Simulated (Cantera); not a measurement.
A perfectly stirred reactor is fed with H2 : O2 = 0.072 : 1 (molar parts), equivalence ratio 0.036, at 0.00820 bar; it is held at 1250 K, and followed from long to short residence time.

Cantera simulation using the H2/O2 subset of GRI-Mech 3.0, which has no nitrogen chemistry; the numbers are that mechanism's predictions, not measurements. Radical loss at walls, strong at low pressure, is not modelled. The temperature is held fixed by assumption; the heat of reaction is taken as removed at once.

What does this change do: O2 1 to 2.1 parts?


```json
[
 {"quantity": "x(H2) at τ = 0.400 s", "before": "0.000577", "after": "0.000263"},
 {"quantity": "x(O2) at τ = 0.400 s", "before": "0.917", "after": "0.955"},
 {"quantity": "x(H2O) at τ = 0.400 s", "before": "0.0660", "after": "0.0318"},
 {"quantity": "x(H2O2) at τ = 0.400 s", "before": "6.48e-8", "after": "3.27e-8"},
 {"quantity": "x(O) at τ = 0.400 s", "before": "0.0119", "after": "0.00998"},
 {"quantity": "x(H2) at τ = 23.0 ms", "before": "0.00232", "after": "0.00122"},
 {"quantity": "x(O2) at τ = 23.0 ms", "before": "0.891", "after": "0.942"},
 {"quantity": "x(H2O) at τ = 23.0 ms", "before": "0.0580", "after": "0.0287"},
 {"quantity": "x(H2O2) at τ = 23.0 ms", "before": "7.84e-8", "after": "4.53e-8"},
 {"quantity": "x(O) at τ = 23.0 ms", "before": "0.0336", "after": "0.0210"}
]
```

What does this change do: temperature 1250 to 948 K?


| quantity | before | after |
|---|---|---|
| x(H2) at τ = 0.400 s | 0.000577 | 0.00158 |
| x(O2) at τ = 0.400 s | 0.917 | 0.927 |
| x(H2O) at τ = 0.400 s | 0.0660 | 0.0669 |
| x(H2O2) at τ = 0.400 s | 6.48e-8 | 1.10e-7 |
| x(O) at τ = 0.400 s | 0.0119 | 0.00311 |
| x(H2) at τ = 23.0 ms | 0.00232 | 0.00815 |
| x(O2) at τ = 23.0 ms | 0.891 | 0.915 |
| x(H2O) at τ = 23.0 ms | 0.0580 | 0.0542 |
| x(H2O2) at τ = 23.0 ms | 7.84e-8 | 1.51e-7 |
| x(O) at τ = 23.0 ms | 0.0336 | 0.0108 |
Below about 950 K walls govern HO2 and H2O2 in real vessels.
